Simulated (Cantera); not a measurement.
Feed: 1 mol TiC, 0.16 mol C, 6 mol H₂, at 1825 K and 4.20 Pa.

Method: chemical equilibrium by Gibbs-energy minimisation in Cantera with the NASA 1993 tables (ideal gas, pure condensed phases). Candidate condensed phases: C, C₆H₆, C₇H₈, C₈H₁₈, Ti, TiC; 77 gas species. TiC: taken at fixed stoichiometry. Kinetics and transport are ignored.

Base state: H₂ 0.934, H 0.0657, C₂H₂ (acetylene) 0.000201 (mole fractions); condensed: C(graphite) + TiC(s).

### Question
What changes in the equilibrium state with this change: temperature from 1825 K to 2275 K?

### Answer
| species | before | after |
|---|---|---|
| H | 0.0657 | 0.706 |
| H₂ | 0.934 | 0.290 |
| Ti | 4.41e-7 | 0.00194 |
| C₃ | 5.79e-9 | 0.000250 |
| C₂ | <1e-9 | 2.21e-5 |
| C | 1.16e-8 | 0.000132 |
| C₂H | 1.37e-7 | 0.000114 |
| C(graphite), mol | 0.158 | 0.147 |
| TiC(s), mol | 1.000 | 0.982 |
